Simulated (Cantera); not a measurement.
Input: 1 mol CH3SiCl3, 0.61 mol CH4, 41 mol H2, equilibrated at 1275 °C and 45.0 mbar.

Method: chemical equilibrium by Gibbs-energy minimisation in Cantera with the NASA 1993 tables (ideal gas, pure condensed phases). Candidate condensed phases: C, C6H6, C7H8, C8H18, Si, SiC; 109 gas species. The feed counts by its element totals alone. Equilibrium is a limit: real reactors are often held back by kinetics, nucleation or transport.

Base state: H2 0.934, HCl 0.0660, H 0.000140, SiCl2 0.000136, CH4 8.04e-5, C2H2 (acetylene) 1.47e-5 (mole fractions); condensed: C(graphite) + SiC(s).

**Question.** What changes in the equilibrium state with this change: temperature from 1275 °C to 675 °C?

**Answer.** 
| species | before | after |
|---|---|---|
| H2 | 0.934 | 0.936 |
| HCl | 0.0660 | 0.0538 |
| CH4 | 8.04e-5 | 0.00676 |
| SiCl4 | 2.73e-7 | 0.00311 |
| H | 0.000140 | 2.40e-9 |
| C2H2 (acetylene) | 1.47e-5 | <1e-9 |
| SiHCl3 | 4.71e-7 | 0.000244 |
| SiCl2 | 0.000136 | 1.14e-6 |
| SiCl3 | 3.64e-6 | 1.02e-5 |
| C(graphite), mol | 0.611 | 0.458 |
| SiC(s), mol | 0.994 | 0.849 |
The tables' values for SiCl3 are old estimates; treat these amounts as uncertain.

**Question.** What changes in the equilibrium state with this change: CH3SiCl3 replaced by SiCl4?

**Answer.** 
| species | before | after |
|---|---|---|
| H2 | 0.934 | 0.919 |
| HCl | 0.0660 | 0.0725 |
| SiCl2 | 0.000136 | 0.00850 |
| C2H2 (acetylene) | 1.47e-5 | 5.53e-9 |
| SiCl4 | 2.73e-7 | 2.09e-5 |
| SiCl3 | 3.64e-6 | 0.000252 |
| SiHCl3 | 4.71e-7 | 3.23e-5 |
| CH4 | 8.04e-5 | 1.52e-6 |
| C(graphite), mol | 0.611 | 0 |
| SiC(s), mol | 0.994 | 0.610 |
The tables' values for SiCl3 are old estimates; treat these amounts as uncertain.
